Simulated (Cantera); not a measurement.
What does this Cantera script print?

```python
import numpy as np
import cantera as ct

gas_names = """
    H HO2 H2 H2O H2O2 H2S H2SO4 O OH O2 O3 S SH SO SO2 SO3 S2 S2O S8
""".split()
cond_names = """
    H2O(s) H2O(L) H2SO4(L) S(cr1) S(cr2) S(L)
""".split()


# ... load() reads the species with a 1 bar reference pressure and builds the phases ...
atoms = {
    'H2S': {'H': 2, 'S': 1},
    'SO2': {'S': 1, 'O': 2},
}
top_T = {}  # K; cautious upper limits of use, not melting points


# ... equilibrate(T, P, feed) seeds the gas with the atoms and calls Mixture.equilibrate('TP', solver="vcs", rtol=1e-11, max_steps=5000) ...
results = []
feed = {'H2S': 1, 'SO2': 0.039}  # mol
T = 1948.15  # K
P = 1000  # Pa
mix = equilibrate(T, P, feed)
results.append((T, P, feed, dict(zip(mix.species_names, mix.species_moles))))
x = sorted(zip(gas.X, gas.species_names), reverse=True)
print(f"T = {T:g} K  P = {P:g} Pa  gas = {mix.phase_moles(0):.4g} mol")
print("   x: " + "  ".join(f"{s} {v:.3e}" for v, s in x if v > 1e-06))
print("   condensed (mol): " + ("  ".join(f"{mix.phase(i).name} {mix.phase_moles(i):.4g}"
      for i in range(1, mix.n_phases) if mix.phase_moles(i) > 1e-12) or "none"))
```

Output:

```
T = 1948.15 K  P = 1000 Pa  gas = 1.524 mol
   x: H2 5.734e-01  S2 3.070e-01  H2O 4.343e-02  SH 2.665e-02  H2S 2.169e-02  S 1.244e-02  H 8.566e-03  SO 5.693e-03  SO2 9.077e-04  S2O 1.820e-04  OH 5.870e-05
   condensed (mol): none
```

Cantera equilibrium calculation (NASA polynomials, part measured and part estimated; ideal gas, pure solids and liquids).
